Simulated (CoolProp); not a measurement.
Properties of ethylene along the isotherm 362.1 K.

Values from CoolProp's reference Helmholtz-energy equation of state, Smukala 2000.

```
p (MPa)          phase       Z  isothermal compressibility (1/MPa)
-------  -------------  ------  ----------------------------------
0.0239             gas  0.9993                               41.87
0.0404             gas  0.9988                               24.78
0.0681             gas  0.9979                               14.71
0.115              gas  0.9965                               8.726
0.194              gas  0.9941                               5.185
0.327              gas  0.9901                               3.089
0.552              gas  0.9832                               1.843
0.932              gas  0.9715                               1.105
1.57               gas     [?]                                 [?]
2.66               gas     [?]                              0.4105
4.48               gas     [?]                                 [?]
7.56     supercritical  0.7604                                 [?]
```

Q: Fill in the missing entries.

A: 
- 1.57, Z: 0.9518
- 1.57, isothermal compressibility (1/MPa): 0.6697
- 2.66, Z: 0.9175
- 4.48, Z: 0.8590
- 4.48, isothermal compressibility (1/MPa): 0.2609
- 7.56, isothermal compressibility (1/MPa): 0.1729
